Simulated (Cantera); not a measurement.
Charge: 1 mol HMDSO, 0.28 mol N₂O, 0.83 mol H₂, at 0.100 bar.

These are equilibrium values from Cantera (NASA tables, ideal gas, pure condensed phases), not measurements of a reactor. Candidate condensed phases: C, C₆H₆, C₇H₈, C₈H₁₈, H₂O, Si, SiC, SiO₂, Si₂N₂O, Si₃N₄; 151 gas species. The feed counts by its element totals alone. Mutual solubility and eutectic melting of coexisting phases are not modelled. The tables hold silica as quartz up to 1696 K and as liquid above; real silica turns to tridymite and cristobalite and melts near 1996 K. The numbers say what is thermodynamically allowed, not how fast it happens.

**Question.** Which condensed phases are stable at each of these points (T (K)): 798, 898, 998, 1098, 1198, 1298, 1398, 1498, 1598, 1698, 1798?

**Answer.** 
| T (K) | condensed phases | Si condensed (%) |
|---|---|---|
| 798 | C(graphite) + SiC(s) + SiO₂(α-quartz) + Si₂N₂O(s) | 100.0 |
| 898 | C(graphite) + SiC(s) + SiO₂(β-quartz) + Si₂N₂O(s) | 100.0 |
| 998 | C(graphite) + SiC(s) + SiO₂(β-quartz) + Si₂N₂O(s) | 100.0 |
| 1098 | C(graphite) + SiC(s) + SiO₂(β-quartz) + Si₂N₂O(s) | 100.0 |
| 1198 | C(graphite) + SiC(s) + SiO₂(β-quartz) + Si₂N₂O(s) | 100.0 |
| 1298 | C(graphite) + SiC(s) + SiO₂(β-quartz) + Si₂N₂O(s) | 100.0 |
| 1398 | C(graphite) + SiC(s) + SiO₂(β-quartz) + Si₂N₂O(s) | 100.0 |
| 1498 | C(graphite) + SiC(s) + Si₂N₂O(s) | 99.9 |
| 1598 | C(graphite) + SiC(s) | 99.8 |
| 1698 | C(graphite) + SiC(s) | 99.7 |
| 1798 | C(graphite) + SiC(s) | 99.6 |

At 798 K the condensed part is C(graphite) + SiC(s) + SiO₂(α-quartz) + Si₂N₂O(s). From 898 K to 1398 K the condensed part is C(graphite) + SiC(s) + SiO₂(β-quartz) + Si₂N₂O(s). At 1498 K the condensed part is C(graphite) + SiC(s) + Si₂N₂O(s). From 1598 K to 1798 K the condensed part is C(graphite) + SiC(s).
